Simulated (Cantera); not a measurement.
Feed: 1 mol Si3N4, 0.35 mol CO2, 8.3 mol N2, equilibrated at 1500 °C and 0.120 Torr.

Equilibrium computed with Cantera from the NASA thermochemical tables; the gas is ideal and each condensed phase is pure. Candidate condensed phases: C, Si, SiC, SiO2, Si2N2O, Si3N4; 34 gas species. Mutual solubility and eutectic melting of coexisting phases are not modelled. The tables' values for SiN are old estimates; treat these amounts as uncertain. The numbers say what is thermodynamically allowed, not how fast it happens.

Base state: N2 0.923, SiO 0.0577, Si 0.0133, CO 0.00508, Si2N 0.000129, Si2C 0.000123, SiN 7.79e-5, Si2 7.43e-5 (mole fractions); condensed: Si(l) + SiC(s).

Problem. What changes in the equilibrium state with this change: CO2 from 0.35 to 0.031 mol?

Solution. 
```
species        before     after
-----------  --------  --------
N2              0.923     0.980
Si             0.0133    0.0133
SiO            0.0577   0.00542
CO            0.00508  0.000477
SiN           7.79e-5   8.02e-5
Si2N         0.000129  0.000133
Si3           1.79e-5   1.79e-5
Si2           7.43e-5   7.43e-5
Si2C         0.000123  0.000123
Si(l), mol       1.91      2.77
SiC(s), mol     0.292    0.0247
```

Problem. What changes in the equilibrium state with this change: temperature from 1500 °C to 1652 °C?

Solution. 
```tsv
species	before	after
N2	0.923	0.831
Si	0.0133	0.109
SiO	0.0577	0.0464
CO	0.00508	0.0101
Si2C	0.000123	0.00214
Si2	7.43e-5	0.000934
Si3	1.79e-5	0.000208
SiN	7.79e-5	0.000393
Si(l), mol	1.91	0.776
SiC(s), mol	0.292	0.198
```

Problem. What changes in the equilibrium state with this change: temperature from 1500 °C to 1102 °C?

Solution. 
```tsv
species	before	after
N2	0.923	1.000
CO	0.00508	0.000161
SiO	0.0577	5.31e-5
Si	0.0133	1.90e-7
Si2N	0.000129	<1e-9
Si2C	0.000123	<1e-9
Si2	7.43e-5	<1e-9
Si3	1.79e-5	<1e-9
SiN	7.79e-5	5.52e-9
Si(l), mol	1.91	0
SiC(s), mol	0.292	0.349
Si2N2O(s), mol	0	0.698
Si3N4(s), mol	0	0.418
```
